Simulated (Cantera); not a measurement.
A freely propagating, adiabatic, planar premixed flame of 7.05 % CH4, 19.6 % O2, 73.3 % N2, equivalence ratio 0.72, unburnt at 300 K and 1000000 Pa; multicomponent+Soret transport, grid criteria slope 0.08 and curve 0.16, no radiation.

Model: GRI-Mech 3.0 (53 species, 325 reactions), integrated in Cantera. Burning velocities carry a grid error of a few per cent, more on coarse grids.

x: mole fraction of selected species; z is measured from the peak of heat release.

```json
[
 {"z (mm)": "-0.557", "T (K)": "301", "u (m/s)": "0.0648", "x CH4": "0.0704", "x O2": "0.196", "x HCO": "<1e-8", "x N2O": "<1e-8", "x CH3": "<1e-8", "x CO2": "3.13e-6"},
 {"z (mm)": "-0.372", "T (K)": "309", "u (m/s)": "0.0665", "x CH4": "0.0696", "x O2": "0.196", "x HCO": "<1e-8", "x N2O": "<1e-8", "x CH3": "<1e-8", "x CO2": "5.82e-5"},
 {"z (mm)": "-0.279", "T (K)": "342", "u (m/s)": "0.0736", "x CH4": "0.0672", "x O2": "0.194", "x HCO": "<1e-8", "x N2O": "1.16e-8", "x CH3": "<1e-8", "x CO2": "0.000437"},
 {"z (mm)": "-0.186", "T (K)": "506", "u (m/s)": "0.109", "x CH4": "0.0585", "x O2": "0.183", "x HCO": "<1e-8", "x N2O": "9.46e-8", "x CH3": "4.96e-8", "x CO2": "0.00352"},
 {"z (mm)": "-0.0929", "T (K)": "989", "u (m/s)": "0.215", "x CH4": "0.0358", "x O2": "0.142", "x HCO": "<1e-8", "x N2O": "4.86e-7", "x CH3": "1.02e-5", "x CO2": "0.0178"},
 {"z (mm)": "-0.0464", "T (K)": "1356", "u (m/s)": "0.295", "x CH4": "0.0173", "x O2": "0.105", "x HCO": "(withheld)", "x N2O": "8.88e-7", "x CH3": "0.000141", "x CO2": "0.0323"},
 {"z (mm)": "0", "T (K)": "1706", "u (m/s)": "0.370", "x CH4": "0.00176", "x O2": "0.0693", "x HCO": "(withheld)", "x N2O": "1.47e-6", "x CH3": "0.000233", "x CO2": "0.0515"},
 {"z (mm)": "0.0464", "T (K)": "1825", "u (m/s)": "0.394", "x CH4": "9.48e-6", "x O2": "0.0583", "x HCO": "(withheld)", "x N2O": "2.05e-6", "x CH3": "2.59e-6", "x CO2": "0.0642"},
 {"z (mm)": "0.0929", "T (K)": "1856", "u (m/s)": "0.400", "x CH4": "6.92e-8", "x O2": "0.0564", "x HCO": "<1e-8", "x N2O": "2.02e-6", "x CH3": "2.16e-8", "x CO2": "0.0679"},
 {"z (mm)": "0.186", "T (K)": "1872", "u (m/s)": "0.403", "x CH4": "<1e-8", "x O2": "0.0557", "x HCO": "<1e-8", "x N2O": "1.36e-6", "x CH3": "<1e-8", "x CO2": "0.0695"},
 {"z (mm)": "0.372", "T (K)": "1876", "u (m/s)": "0.404", "x CH4": "<1e-8", "x O2": "0.0556", "x HCO": "<1e-8", "x N2O": "6.39e-7", "x CH3": "<1e-8", "x CO2": "0.0699"},
 {"z (mm)": "0.743", "T (K)": "1876", "u (m/s)": "0.404", "x CH4": "<1e-8", "x O2": "0.0556", "x HCO": "<1e-8", "x N2O": "4.66e-7", "x CH3": "<1e-8", "x CO2": "0.0699"},
 {"z (mm)": "1.49", "T (K)": "1876", "u (m/s)": "0.404", "x CH4": "<1e-8", "x O2": "0.0556", "x HCO": "<1e-8", "x N2O": "4.58e-7", "x CH3": "<1e-8", "x CO2": "0.0699"}
]
```

What belongs in the gaps?


- -0.0464, x HCO: 3.15e-7
- 0, x HCO: 1.99e-6
- 0.0464, x HCO: 3.97e-8
